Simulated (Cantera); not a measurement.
An adiabatic, constant-pressure homogeneous reactor starts with 7.26 % CH₃OH, 19.4 % O₂, 73.3 % N₂, equivalence ratio 0.56, at 1275 K and 320000 Pa.

Computed with Cantera and GRI-Mech 3.0 (53 species, 325 reactions). GRI-Mech 3.0 was tuned for natural gas; its chemistry of methanol as a main component is partial and can be far from experiment.

Predict: time of steepest temperature rise; temperature at 1.00 s; equilibrium temperature; x(O₂) at 1.00 s; x(O) at 1.00 s; x(NO) at 1.00 s.


```
Quantity                                                            Result
---------------------------------  ---------------------------------------
time of steepest temperature rise                                  1.28 ms
temperature at 1.00 s                                               2387 K
equilibrium temperature                                             2387 K
x(O₂) at 1.00 s                      0.0765 (gas-phase equilibrium 0.0765)
x(O) at 1.00 s                     0.00125 (gas-phase equilibrium 0.00125)
x(NO) at 1.00 s                      0.0106 (gas-phase equilibrium 0.0106)
```
